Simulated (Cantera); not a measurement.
Feed: 1 mol PbO, 4.1 mol H2, 2.1 mol N2, equilibrated at 1.50 bar.

Method: chemical equilibrium by Gibbs-energy minimisation in Cantera with the NASA 1993 tables (ideal gas, pure condensed phases). Candidate condensed phases: H2O, Pb, PbO, PbO2, Pb3O4; 27 gas species. Equilibrium is a limit: real reactors are often held back by kinetics, nucleation or transport.

log p: log10 of the partial pressure in bar; n: condensed amount in mol.

```json
[
 {"T (°C)": "227", "log p H2": "-0.20", "log p N2": "-0.31", "log p H2O": "-0.58", "log p NH3": "-0.95", "log p Pb": "<-11", "log p H": "<-11", "n Pb(s)": "1.00", "n Pb(l)": "0"},
 {"T (°C)": "277", "log p H2": "-0.15", "log p N2": "-0.30", "log p H2O": "-0.60", "log p NH3": "-1.35", "log p Pb": "<-11", "log p H": "<-11", "n Pb(s)": "1.00", "n Pb(l)": "0"},
 {"T (°C)": "327", "log p H2": "-0.14", "log p N2": "-0.30", "log p H2O": "-0.61", "log p NH3": "-1.73", "log p Pb": "___", "log p H": "<-11", "n Pb(s)": "1.00", "n Pb(l)": "0"},
 {"T (°C)": "377", "log p H2": "-0.13", "log p N2": "-0.30", "log p H2O": "-0.61", "log p NH3": "-2.07", "log p Pb": "___", "log p H": "<-11", "n Pb(s)": "0", "n Pb(l)": "1.00"},
 {"T (°C)": "427", "log p H2": "-0.13", "log p N2": "-0.29", "log p H2O": "-0.62", "log p NH3": "-2.37", "log p Pb": "___", "log p H": "<-11", "n Pb(s)": "0", "n Pb(l)": "1.00"},
 {"T (°C)": "477", "log p H2": "-0.13", "log p N2": "-0.29", "log p H2O": "-0.62", "log p NH3": "-2.63", "log p Pb": "___", "log p H": "<-11", "n Pb(s)": "0", "n Pb(l)": "1.00"},
 {"T (°C)": "527", "log p H2": "-0.13", "log p N2": "-0.29", "log p H2O": "-0.62", "log p NH3": "-2.86", "log p Pb": "___", "log p H": "-11.60", "n Pb(s)": "0", "n Pb(l)": "1.00"},
 {"T (°C)": "577", "log p H2": "-0.13", "log p N2": "-0.29", "log p H2O": "-0.62", "log p NH3": "-3.07", "log p Pb": "___", "log p H": "-10.75", "n Pb(s)": "0", "n Pb(l)": "1.000"},
 {"T (°C)": "627", "log p H2": "-0.13", "log p N2": "-0.29", "log p H2O": "-0.62", "log p NH3": "-3.25", "log p Pb": "___", "log p H": "-9.99", "n Pb(s)": "0", "n Pb(l)": "1.000"},
 {"T (°C)": "677", "log p H2": "-0.13", "log p N2": "-0.29", "log p H2O": "-0.62", "log p NH3": "-3.42", "log p Pb": "___", "log p H": "-9.32", "n Pb(s)": "0", "n Pb(l)": "1.000"},
 {"T (°C)": "727", "log p H2": "-0.13", "log p N2": "-0.29", "log p H2O": "-0.62", "log p NH3": "-3.57", "log p Pb": "___", "log p H": "-8.71", "n Pb(s)": "0", "n Pb(l)": "1.000"},
 {"T (°C)": "777", "log p H2": "-0.13", "log p N2": "-0.29", "log p H2O": "-0.62", "log p NH3": "-3.71", "log p Pb": "___", "log p H": "-8.15", "n Pb(s)": "0", "n Pb(l)": "1.000"}
]
```

Task: Some entries are withheld; supply them.

Result: 
- 327, log p Pb: -11.29
- 377, log p Pb: -10.03
- 427, log p Pb: -8.95
- 477, log p Pb: -8.02
- 527, log p Pb: -7.21
- 577, log p Pb: -6.50
- 627, log p Pb: -5.86
- 677, log p Pb: -5.30
- 727, log p Pb: -4.79
- 777, log p Pb: -4.33
